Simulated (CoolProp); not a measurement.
Computed with CoolProp (reference Helmholtz-energy equation of state, Wagner 2002).

Problem. Give the vapour pressure (MPa), liquid density (kg/m³), enthalpy of vaporisation (kJ/kg), vapour Z of saturated water at 438.5, 440.6, 450.6 K.

Solution. 
```json
[
 {"T (K)": "438.5", "p (MPa)": "0.707", "liquid density (kg/m³)": "902", "enthalpy of vaporisation (kJ/kg)": "2060", "vapour Z": "0.944"},
 {"T (K)": "440.6", "p (MPa)": "0.745", "liquid density (kg/m³)": "900", "enthalpy of vaporisation (kJ/kg)": "2060", "vapour Z": "0.942"},
 {"T (K)": "450.6", "p (MPa)": "0.945", "liquid density (kg/m³)": "890", "enthalpy of vaporisation (kJ/kg)": "2020", "vapour Z": "0.932"}
]
```
